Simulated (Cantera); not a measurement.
Input: 1 mol ZrN, 0.016 mol H₂, at 2900 K and 1.40 Pa.

Equilibrium computed with Cantera from the NASA thermochemical tables; the gas is ideal and each condensed phase is pure. Candidate condensed phases: Zr, ZrN; 11 gas species. Kinetics and transport are ignored.

Base state: Zr 0.652, N₂ 0.326, H 0.0209, N 0.00109 (mole fractions); condensed: gas only.

Problem. What changes in the equilibrium state with this change: H₂ from 0.016 to 0.021 mol?

Solution. 
```csv
species,before,after
Zr,0.652,0.648
N₂,0.326,0.324
H,0.0209,0.0272
N,0.00109,0.00109
```

Problem. What changes in the equilibrium state with this change: pressure from 1.40 Pa to 1.00 bar?

Solution. 
| species | before | after |
|---|---|---|
| H₂ | 4.62e-7 | 0.891 |
| H | 0.0209 | 0.108 |
| N₂ | 0.326 | 0.000336 |
| Zr | 0.652 | 0.000125 |
| N | 0.00109 | 1.31e-7 |
| ZrN(s), mol | 0 | 1.000 |
ZrN: taken at fixed stoichiometry.
